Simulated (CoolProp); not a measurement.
A single-stage vapour-compression cycle with dimethyl ether: evaporating at 313.15 K (dew point), condensing at 362.15 K (bubble point), superheat 5 K, subcooling 0 K, compressor efficiency 0.65, no pressure losses. Each further row changes one setting.

The numbers come from the reference Helmholtz-energy equation of state, Wu 2011 in CoolProp.

| case | cooling COP | pressure ratio | discharge temperature (K) | refrigerating effect (kJ/kg) | volumetric capacity (kJ/m³) |
|---|---|---|---|---|---|
| as stated | 3.00 | 3.00 | 387.6 | 251 | 4550 |
| evaporating temperature 318.15 K | 3.47 | 2.64 | 385.1 | 255 | 5260 |
| condensing temperature 357.15 K | 3.49 | 2.72 | 381.0 | 266 | 4820 |
| subcooling 5 K | 3.18 | 3.00 | 387.6 | 266 | 4830 |
| superheat 15 K | 3.04 | 3.00 | 398.0 | 269 | 4630 |
| compressor efficiency 0.55 | 2.54 | 3.00 | 394.4 | 251 | 4550 |
